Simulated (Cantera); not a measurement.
A jet of 1.45 % H2, 16.6 % O2, 82.0 % N2, equivalence ratio 0.044 at 300 K and 16.5 Torr hits a platinum plate 5.3 cm away at a mass flux of 0.038 kg/m²/s; the plate temperature is set and raised in steps from an oxygen-covered start.

Cantera simulation using Deutschmann's 1995 Pt surface mechanism with GRI-Mech 3.0 gas chemistry; the numbers are that mechanism's predictions, not measurements. Catalytic surfaces can have several steady states; this one follows from the mechanism file's or the stated starting coverage.

x: mole fraction at the wall; θ: surface coverage.

```
plate T (K)  wall x H2  wall x O2  wall x H2O  wall x OH  θ free Pt   θ O*     θ OH*
-----------  ---------  ---------  ----------  ---------  ---------  -----  --------
700            0.00373      0.155      0.0207      <1e-8     0.0589  0.940   0.00102
750            0.00287      0.154      0.0222      <1e-8     0.0858  0.913  0.000901
800            0.00208      0.153      0.0236      <1e-8      0.131  0.868  0.000838
850                  …      0.152      0.0245          …          …  0.809         …
900                  …      0.152      0.0250          …          …      …         …
950            0.00100      0.152      0.0253    1.63e-7      0.327  0.673  0.000606
1000          0.000857      0.152      0.0255    4.06e-7      0.398  0.602  0.000527
```

Problem. Complete the blanks.

Solution. 
- 850, wall x H2: 0.00155
- 850, wall x OH: 1.86e-8
- 850, θ free Pt: 0.190
- 850, θ OH*: 0.000767
- 900, wall x H2: 0.00122
- 900, wall x OH: 5.86e-8
- 900, θ free Pt: 0.256
- 900, θ O*: 0.743
- 900, θ OH*: 0.000687
